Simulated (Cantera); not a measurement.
Charge: 1 mol Fe, 0.48 mol H2S, 19 mol N2, held at 1448.15 K and 600 Pa.

Equilibrium computed with Cantera from the NASA thermochemical tables; the gas is ideal and each condensed phase is pure. Candidate condensed phases: Fe, FeS, FeS2, S; 16 gas species. Metal and sulfide melt together well below either melting point, which pure phases cannot show. Mutual solubility and eutectic melting of coexisting phases are not modelled. FeS: taken at fixed stoichiometry. Kinetics and transport are ignored.

Base state: N2 0.974, H2 0.0242, S2 0.00131, H2S 0.000320, SH 7.37e-5, H 1.86e-5, S 1.02e-5 (mole fractions); condensed: Fe(γ) + FeS(s).

Q: What changes in the equilibrium state with this change: temperature from 1448.15 K to 950 K?

A: 
| species | before | after |
|---|---|---|
| N2 | 0.974 | 0.975 |
| H2 | 0.0242 | 0.0246 |
| H2S | 0.000320 | 1.79e-5 |
| S2 | 0.00131 | 1.53e-9 |
| SH | 7.37e-5 | 3.14e-9 |
| H | 1.86e-5 | 1.13e-9 |
| Fe(γ), mol | 0.579 | 0 |
| FeS(s), mol | 0.421 | 0.480 |
| Fe(α), mol | 0 | 0.520 |
